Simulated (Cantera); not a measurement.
A perfectly stirred reactor is fed with 2.69 % C₃H₈, 8.97 % O₂, 85.4 % N₂, 2.96 % H₂O, equivalence ratio 1.5, at 4.64 atm; it is adiabatic with a 625 K inlet, and is followed from long to short residence time, starting on the burning branch (τ in s: 0.42, 0.14, 0.048, 0.016, 0.0054, 0.0018, 0.00061, 0.00021, 7e-05).

Model: GRI-Mech 3.0 (53 species, 325 reactions), integrated in Cantera. GRI-Mech 3.0 was tuned for natural gas; its chemistry of propane as a main component is partial and can be far from experiment.

x: mole fraction; the columns are a selection and need not sum to one.

| τ (s) | T (K) | x C₃H₈ | x O₂ | x H₂O | x C₂H₂ | x NO | x H₂O₂ |
|---|---|---|---|---|---|---|---|
| 0.42 | 1497 | 6.98e-6 | 0.000788 | 0.0946 | 0.00329 | 1.16e-8 | … |
| 0.14 | 1487 | 1.81e-5 | 0.00145 | 0.0951 | 0.00306 | 1.43e-8 | … |
| 0.048 | 1469 | 4.53e-5 | 0.00265 | 0.0956 | 0.00252 | 1.69e-8 | … |
| 0.016 | 1435 | 0.000124 | 0.00528 | 0.0954 | 0.00164 | 1.72e-8 | … |
| 0.0054 | 1309 | 0.000673 | 0.0159 | 0.0893 | 0.000443 | 3.96e-9 | … |
| 0.0018 | 625 | 0.0269 | 0.0897 | 0.0296 | <1e-12 | <1e-12 | <1e-12 |
| 0.00061 | 625 | 0.0269 | 0.0897 | 0.0296 | <1e-12 | <1e-12 | <1e-12 |
| 0.00021 | 625 | 0.0269 | 0.0897 | 0.0296 | <1e-12 | <1e-12 | <1e-12 |
| 7.0e-5 | 625 | 0.0269 | 0.0897 | 0.0296 | <1e-12 | <1e-12 | <1e-12 |

### Question
What belongs in the gaps?

### Answer

- 0.42, x H₂O₂: 7.69e-9
- 0.14, x H₂O₂: 1.91e-8
- 0.048, x H₂O₂: 4.63e-8
- 0.016, x H₂O₂: 1.33e-7
- 0.0054, x H₂O₂: 2.25e-6
